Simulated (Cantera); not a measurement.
## Ignition delay

Mixture: 4.42 % C₃H₈, 17.0 % O₂, 71.5 % N₂, 7.06 % H₂O, equivalence ratio 1.3, at 6.60 bar, adiabatic and at constant volume. Ignition delay is the time to a rise of 400 K.

Model: GRI-Mech 3.0 (53 species, 325 reactions), integrated in Cantera. GRI-Mech 3.0 was tuned for natural gas; its chemistry of propane as a main component is partial and can be far from experiment.

```json
[
 {"T0 (K)": "1323", "delay (ms)": "0.284"},
 {"T0 (K)": "1373", "delay (ms)": "0.134"},
 {"T0 (K)": "1423", "delay (ms)": "0.0680"},
 {"T0 (K)": "1473", "delay (ms)": "0.0370"},
 {"T0 (K)": "1523", "delay (ms)": "0.0216"},
 {"T0 (K)": "1573", "delay (ms)": "0.0134"},
 {"T0 (K)": "1623", "delay (ms)": "0.00875"},
 {"T0 (K)": "1673", "delay (ms)": "0.00603"},
 {"T0 (K)": "1723", "delay (ms)": "0.00434"}
]
```

```json
{
  "apparent activation energy between 1623 and 1723 K": "160 kJ/mol"
}
```
